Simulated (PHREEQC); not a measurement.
Dissolve 0.28 mol/kgw NaH2PO4 and 7.4e-05 mol/kgw HNO3 at 15 °C and 500 atm. Closed to the air; pH follows from the charge balance.

Model: ion-association model, phreeqc.dat, run in PHREEQC.

Each row changes one thing in this solution. Precipitation was switched off in this run.

```json
[
 {"case": "as made", "pH": "4.21", "ionic strength (mol/kgw)": "0.281"},
 {"case": "HNO3 from 7.4e-05 to 0.00037 mol/kgw", "pH": "4.16", "ionic strength (mol/kgw)": "0.281"},
 {"case": "NaH2PO4 from 0.28 to 0.14 mol/kgw", "pH": "4.26", "ionic strength (mol/kgw)": "0.141"},
 {"case": "HNO3 from 7.4e-05 to 0.000148 mol/kgw", "pH": "4.20", "ionic strength (mol/kgw)": "0.281"},
 {"case": "0.014 mol/kgw NaOH added", "pH": "5.28", "ionic strength (mol/kgw)": "0.306"},
 {"case": "diluted 5-fold with water", "pH": "4.37", "ionic strength (mol/kgw)": "0.0563"},
 {"case": "HNO3 from 7.4e-05 to 1.48e-05 mol/kgw", "pH": "4.22", "ionic strength (mol/kgw)": "0.281"},
 {"case": "temperature from 15 to 90 °C", "pH": "4.28", "ionic strength (mol/kgw)": "0.282"},
 {"case": "NaH2PO4 left out", "pH": "4.13", "ionic strength (mol/kgw)": "7.40e-5"}
]
```

Under pressure, the constants of complexes without a molar volume in the database are unreliable. Constants without temperature data keep their 25 °C values here.
